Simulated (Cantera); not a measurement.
Input (Python, Cantera):

```python
import numpy as np
import cantera as ct

gas = ct.Solution("gri30.yaml")
gas.TPX = 1523, 450000, {'C2H4': 1, 'O2': 2.5, 'N2': 9.25, 'H2O': 1.7}
reactor = ct.IdealGasConstPressureReactor(gas, energy="on", clone=False)
net = ct.ReactorNet([reactor])
net.rtol, net.atol = 1e-08, 1e-16
show = ['C2H4', 'O2', 'H2O', 'CO', 'NO', 'OH', 'H2O2']
times = np.geomspace(2e-06, 2, 14)

steps = ct.SolutionArray(gas, extra=["t"])
rows = []
print(f"{'t/s':>10s}{'T/K':>9s}{'P/Pa':>11s}" + "".join(f"{s:>11s}" for s in show))
for t in times:
    while net.time < t:
        t_next = net.step()
        steps.append(gas.state, t=t_next)
    rows.append([np.interp(t, steps.t, y) for y in (steps.T, steps.P, *steps(*show).X.T)])
    print(f"{t:10.3e}{rows[-1][0]:9.1f}{rows[-1][1]:11.4g}" + "".join(f"{x:11.3e}" for x in rows[-1][2:]))
rate = np.gradient(steps.T, steps.t)
print("integrator steps:", len(steps.t))
if steps.T.max() > steps.T[0] + 200:
    print(f"time of steepest temperature rise: {steps.t[rate.argmax()]:.4e} s")
gas.TPX = 1523, 450000, {'C2H4': 1, 'O2': 2.5, 'N2': 9.25, 'H2O': 1.7}
gas.equilibrate("HP")
print(f"equilibrium (HP): T = {gas.T:.1f} K  " + "  ".join(f"{s} {gas[s].X[0]:.3e}" for s in show))
```

It prints:

```
       t/s      T/K       P/Pa       C2H4         O2        H2O         CO         NO         OH       H2O2
 2.000e-06   1523.0    4.5e+05  6.920e-02  1.730e-01  1.176e-01  1.435e-06  3.690e-15  1.676e-07  8.864e-09
 5.789e-06   1555.2    4.5e+05  6.124e-02  1.645e-01  1.201e-01  4.078e-03  1.180e-09  6.213e-04  9.139e-05
 1.675e-05   2702.6    4.5e+05  3.240e-21  1.446e-02  1.873e-01  7.015e-02  1.599e-04  2.132e-02  5.457e-07
 4.849e-05   2857.5    4.5e+05  5.789e-21  9.527e-03  2.000e-01  6.491e-02  6.960e-04  1.772e-02  5.715e-07
 1.403e-04   2862.7    4.5e+05  6.379e-21  8.873e-03  2.006e-01  6.477e-02  2.085e-03  1.717e-02  5.594e-07
 4.062e-04   2856.1    4.5e+05  6.972e-21  8.195e-03  2.006e-01  6.520e-02  4.731e-03  1.657e-02  5.315e-07
 1.176e-03   2851.5    4.5e+05  7.406e-21  7.751e-03  2.005e-01  6.550e-02  6.511e-03  1.616e-02  5.128e-07
 3.403e-03   2851.2    4.5e+05  7.435e-21  7.723e-03  2.005e-01  6.552e-02  6.625e-03  1.613e-02  5.116e-07
 9.848e-03   2851.2    4.5e+05  7.435e-21  7.723e-03  2.005e-01  6.552e-02  6.625e-03  1.613e-02  5.116e-07
 2.850e-02   2851.2    4.5e+05  7.435e-21  7.723e-03  2.005e-01  6.552e-02  6.625e-03  1.613e-02  5.116e-07
 8.249e-02   2851.2    4.5e+05  7.435e-21  7.723e-03  2.005e-01  6.552e-02  6.625e-03  1.613e-02  5.116e-07
 2.388e-01   2851.2    4.5e+05  7.435e-21  7.723e-03  2.005e-01  6.552e-02  6.625e-03  1.613e-02  5.116e-07
 6.910e-01   2851.2    4.5e+05  7.435e-21  7.723e-03  2.005e-01  6.552e-02  6.625e-03  1.613e-02  5.116e-07
 2.000e+00   2851.2    4.5e+05  7.435e-21  7.723e-03  2.005e-01  6.552e-02  6.625e-03  1.613e-02  5.116e-07
integrator steps: 1555
time of steepest temperature rise: 8.2437e-06 s
equilibrium (HP): T = 2851.2 K  C2H4 8.028e-21  O2 7.723e-03  H2O 2.005e-01  CO 6.552e-02  NO 6.625e-03  OH 1.613e-02  H2O2 5.116e-07
```

Computed with Cantera and GRI-Mech 3.0 (53 species, 325 reactions). GRI-Mech 3.0 was tuned for natural gas; its chemistry of ethylene as a main component is partial and can be far from experiment.
